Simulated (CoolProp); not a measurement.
C2F6 (R116) along the isotherm 309.5 K: fugacity coefficient from the reference equation and from simpler models built on Tc = 293.0 K, pc = 3048 kPa, ω = 0.257; each cubic takes its own stable root.

Values from CoolProp's reference Helmholtz-energy equation of state, Lemmon 2006. It is a short technical equation, of lower accuracy than the large ones.

| p (kPa) | phase | reference | Soave-Redlich-Kwong | Peng-Robinson |
|---|---|---|---|---|
| 1690 | gas | 0.8501 | 0.8482 | 0.8319 |
| 3390 | supercritical | 0.7019 | 0.7019 | 0.6768 |
| 5080 | supercritical | 0.5559 | 0.5635 | 0.5372 |
| 6770 | supercritical | 0.4611 | 0.4740 | 0.4475 |
| 8470 | supercritical | 0.4034 | 0.4187 | 0.3918 |
| 10200 | supercritical | 0.3654 | 0.3821 | 0.3543 |
| 11900 | supercritical | 0.3399 | 0.3574 | 0.3287 |
| 13500 | supercritical | 0.3229 | 0.3410 | 0.3112 |
| 15200 | supercritical | 0.3100 | 0.3285 | 0.2974 |
